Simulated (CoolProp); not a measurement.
Vapour-liquid equilibrium of ethanol (1) + toluene (2) at 3.9 bar; x and y are mole fractions of (1).

Computed with CoolProp (multi-fluid Helmholtz-energy mixture model, Schroeder 2014 and Lemmon 2006; pair parameters Bell 2016).

```
x     bubble temperature (K)  y at the bubble point  dew temperature at overall composition x (K)  liquid density (mol/L)
----  ----------------------  ---------------------  --------------------------------------------  ----------------------
0.05                   421.8                  0.324                                         436.7                   8.151
0.2                    401.7                  0.618                                         428.8                   8.908
0.35                   395.9                  0.696                                         420.2                   9.629
0.5                    393.4                  0.738                                         410.3                   10.47
0.65                   391.8                  0.779                                         399.2                   11.51
0.8                    390.6                  0.842                                         391.3                   12.82
0.95                   390.1                  0.949                                         390.1                   14.45
```

y crosses x between x = 0.8 and 0.95: the model has an azeotrope there.

Pair parameters are fitted to limited data, so mixtures are less certain than the pure fluids.
